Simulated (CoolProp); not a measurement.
c-C4F8 (RC318) along the isobar 35.3 bar: Z from the reference equation and from simpler models built on Tc = 388.4 K, pc = 27.78 bar, ω = 0.355; each cubic takes its own stable root.

Computed with CoolProp (reference Helmholtz-energy equation of state, Platzer 1990). This equation is an older, rougher fit; its heat capacities, sound speeds and derivatives of the liquid may be far off and weren't checked against measurements.

```tsv
T (K)	phase	reference
241.2	liquid	0.2053
277.5	liquid	0.1919
313.8	liquid	0.1855
350.1	liquid	0.1878
386.4	liquid	0.2171
422.7	supercritical	0.5924
459	supercritical	0.7472
495.3	supercritical	0.8274
```

Problem. How far does each simpler model (Redlich-Kwong, Soave-Redlich-Kwong) lie from the reference over these 8 states: mean and median of the absolute difference, and the worst?

Solution. 
- Redlich-Kwong: mean 10.7 %, median 10.3 %, worst +19.0 % at 386.4 K and 35.3 bar
- Soave-Redlich-Kwong: mean 6.5 %, median 5.5 %, worst +18.1 % at 386.4 K and 35.3 bar
